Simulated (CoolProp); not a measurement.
R1224YDZ along the isobar 2.97 MPa: Z from the reference equation and from simpler models built on Tc = 428.7 K, pc = 3.334 MPa, ω = 0.325; each cubic takes its own stable root.

Model: reference Helmholtz-energy equation of state, Akasaka 2023, in CoolProp.

```csv
T (K),phase,reference
377.4,liquid,0.1259
386.1,liquid,0.1275
394.8,liquid,0.1298
403.5,liquid,0.1333
412.2,liquid,0.1392
420.9,liquid,0.1522
429.6,gas,0.5575
438.3,gas,0.6213
447,gas,0.6661
455.7,gas,0.7010
464.4,gas,0.7296
473.1,gas,0.7538
```

Problem. How far does each simpler model (van der Waals, Peng-Robinson) lie from the reference over these 12 states: mean and median of the absolute difference, and the worst?

Solution. 
- van der Waals: mean 51.7 %, median 37.7 %, worst +263.4 % at 420.9 K and 2.97 MPa
- Peng-Robinson: mean 5.5 %, median 2.8 %, worst +20.2 % at 420.9 K and 2.97 MPa

At some of these states van der Waals gives the other phase, because its saturation line lies elsewhere.
